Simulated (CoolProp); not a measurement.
Vapour-liquid equilibrium of acetone (1) + cyclohexane (2) at 0.292 bar; x and y are mole fractions of (1).

The numbers come from the multi-fluid Helmholtz-energy mixture model, Lemmon 2006 and Zhou 2014; pair parameters Bell 2016 in CoolProp.

```csv
x,bubble temperature (K),y at the bubble point,dew temperature at overall composition x (K),liquid density (mol/L)
0.05,306.0,0.394,316.2,9.230
0.15,297.7,0.604,313.6,9.600
0.25,295.4,0.656,?,9.931
0.35,294.8,0.673,307.5,10.28
0.45,294.6,?,304.0,10.65
0.55,294.4,0.688,300.0,11.07
0.65,294.3,0.703,295.7,11.53
0.75,294.2,0.733,294.3,12.04
0.85,294.5,0.792,295.1,12.60
0.95,295.8,?,296.3,13.21
```

**Question.** Some entries are withheld; supply them.

**Answer.** 
- 0.25, dew temperature at overall composition x (K): 310.7
- 0.45, y at the bubble point: 0.680
- 0.95, y at the bubble point: 0.905

y crosses x between x = 0.65 and 0.75: the model has an azeotrope there.

The pair parameters rest on a limited set of measurements; away from them the model extrapolates. With so large a gap from Raoult's law the liquid may split in two, which this calculation doesn't test in full.
